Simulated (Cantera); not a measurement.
Input (Python, Cantera) and output of one run.

```python
import numpy as np
import cantera as ct

gas_names = """
    Ca CaF CaF2 Ca2 F F2 H HF H2 H2F2 H3F3 H4F4 H5F5 H6F6 H7F7
""".split()
cond_names = """
    Ca(a) Ca(b) Ca(L) CaF2(a) CaF2(b) CaF2(L)
""".split()


def load(file, names, dense=False):
    # The tables refer to 1 bar. Condensed volumes are neglected.
    table = {s.name: s for s in ct.Species.list_from_file(file)}
    out = []
    for n in names:
        d = dict(table[n].input_data)
        d["thermo"] = dict(d["thermo"], **{"reference-pressure": 1e5})
        if dense:
            d["equation-of-state"] = {"model": "constant-volume", "density": "1e6 g/cm^3"}
        out.append(ct.Species.from_dict(d))
    return out


gas = ct.Solution(thermo="ideal-gas", species=load("nasa_gas.yaml", gas_names))
cond = {s.name: ct.Solution(thermo="fixed-stoichiometry", species=[s], name=s.name)
        for s in load("nasa_condensed.yaml", cond_names, dense=True)}
atoms = {
    'CaF2': {'Ca': 1, 'F': 2},
    'H2': {'H': 2},
}
top_T = {}  # K; cautious upper limits of use, not melting points


def equilibrate(T, P, feed):
    n = {}
    for name, mol in feed.items():
        for a, k in atoms[name].items():
            n[a] = n.get(a, 0.0) + k * mol
    gas.TPX = T, P, n
    mass = sum(n.values()) * gas.mean_molecular_weight
    gas.equilibrate("TP")
    valid = [c for c in cond.values() if c.min_temp <= T <= top_T.get(c.name, c.max_temp)]
    mix = ct.Mixture([(gas, mass / gas.mean_molecular_weight)] + [(c, 0.0) for c in valid])
    mix.T, mix.P = T, P
    mix.equilibrate("TP", solver="vcs", rtol=1e-11, max_steps=5000)
    return mix


results = []
feed = {'CaF2': 1, 'H2': 0.68}  # mol
T = 1198  # K
P = 1900  # Pa
mix = equilibrate(T, P, feed)
results.append((T, P, feed, dict(zip(mix.species_names, mix.species_moles))))
print(gas.report(threshold=0.0001))
for i in range(1, mix.n_phases):
    print(f"{mix.phase(i).name:16s} {mix.phase_moles(i):12.5e} mol")
```

Output:

```
       temperature   1198 K
          pressure   1900 Pa
           density   0.00038455 kg/m^3
  mean mol. weight   2.016 kg/kmol
   phase of matter   gas

                          1 kg             1 kmol
                     ---------------   ---------------
          enthalpy        1.3269e+07        2.6751e+07  J
   internal energy        8.3284e+06         1.679e+07  J
           entropy        1.0155e+05        2.0472e+05  J/K
    Gibbs function       -1.0838e+08        -2.185e+08  J
 heat capacity c_p             15417             31080  J/K
 heat capacity c_v             11292             22766  J/K

                      mass frac. Y      mole frac. X     chem. pot. / RT
                     ---------------   ---------------   ---------------
                H2           0.99999                 1           -21.936
     [  +14 minor]        1.3498e-05        2.2714e-06

Ca(L)             0.00000e+00 mol
CaF2(a)           1.00000e+00 mol
```

Cantera equilibrium calculation (NASA polynomials, part measured and part estimated; ideal gas, pure solids and liquids).
